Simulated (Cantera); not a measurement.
A Cantera script and what it prints.

```python
import numpy as np
import cantera as ct

gas_names = """
    B BH BH2 BH3 BN B2 H H2 N NH NH2 NH3 N2 N2H2 N2H4
""".split()
cond_names = """
    B(b) B(L) BN(s)
""".split()


# ... load() reads the species with a 1 bar reference pressure and builds the phases ...
atoms = {
    'B2H6': {'B': 2, 'H': 6},
    'H2': {'H': 2},
    'N2': {'N': 2},
    'NH3': {'N': 1, 'H': 3},
}
top_T = {'BN(s)': 3200}  # K; cautious upper limits of use, not melting points


# ... equilibrate(T, P, feed) seeds the gas with the atoms and calls Mixture.equilibrate('TP', solver="vcs", rtol=1e-11, max_steps=5000) ...
results = []
feed = {'B2H6': 1, 'H2': 120, 'N2': 30, 'NH3': 22}  # mol
T = 823.15  # K
P = 100000  # Pa
mix = equilibrate(T, P, feed)
results.append((T, P, feed, dict(zip(mix.species_names, mix.species_moles))))
print(gas.report(threshold=1e-05))
for i in range(1, mix.n_phases):
    print(f"{mix.phase(i).name:16s} {mix.phase_moles(i):12.5e} mol")
```

Output:

```
       temperature   823.15 K
          pressure   1e+05 Pa
           density   0.10706 kg/m^3
  mean mol. weight   7.3273 kg/kmol
   phase of matter   gas

                          1 kg             1 kmol
                     ---------------   ---------------
          enthalpy        2.1064e+06        1.5434e+07  J
   internal energy        1.1724e+06        8.5904e+06  J
           entropy             24191        1.7726e+05  J/K
    Gibbs function       -1.7806e+07       -1.3047e+08  J
 heat capacity c_p              4108             30101  J/K
 heat capacity c_v            2973.3             21786  J/K

                      mass frac. Y      mole frac. X     chem. pot. / RT
                     ---------------   ---------------   ---------------
                H2           0.21884           0.79538           -17.273
               NH3          0.001773        0.00076279           -38.898
                N2           0.77939           0.20386           -25.976
     [  +12 minor]        9.1726e-13        6.5859e-12

B(b)              0.00000e+00 mol
BN(s)             2.00000e+00 mol
```

Method: chemical equilibrium by Gibbs-energy minimisation in Cantera with the NASA 1993 tables (ideal gas, pure condensed phases). The feed counts by its element totals alone.
